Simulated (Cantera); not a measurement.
A perfectly stirred reactor is fed with 97.2 % NO, 2.83 % N₂, at 4500 Pa; it is held at 1975 K, and followed from long to short residence time.

Detailed kinetics in Cantera: GRI-Mech 3.0 (53 species, 325 reactions). Radical loss at walls, strong at low pressure, is not modelled.

Task: Predict: x(NO) at τ = 20.0 s; x(N₂) at τ = 20.0 s; x(NO₂) at τ = 20.0 s; x(O₂) at τ = 20.0 s; x(O) at τ = 20.0 s; x(NO) at τ = 0.340 s; x(N₂) at τ = 0.340 s; x(NO₂) at τ = 0.340 s; x(O₂) at τ = 0.340 s; x(O) at τ = 0.340 s.

Result: 
- x(NO) at τ = 20.0 s: 0.218
- x(N₂) at τ = 20.0 s: 0.405
- x(NO₂) at τ = 20.0 s: 0.000110
- x(O₂) at τ = 20.0 s: 0.376
- x(O) at τ = 20.0 s: 0.00162
- x(NO) at τ = 0.340 s: 0.927
- x(N₂) at τ = 0.340 s: 0.0503
- x(NO₂) at τ = 0.340 s: 0.000119
- x(O₂) at τ = 0.340 s: 0.0218
- x(O) at τ = 0.340 s: 0.000574
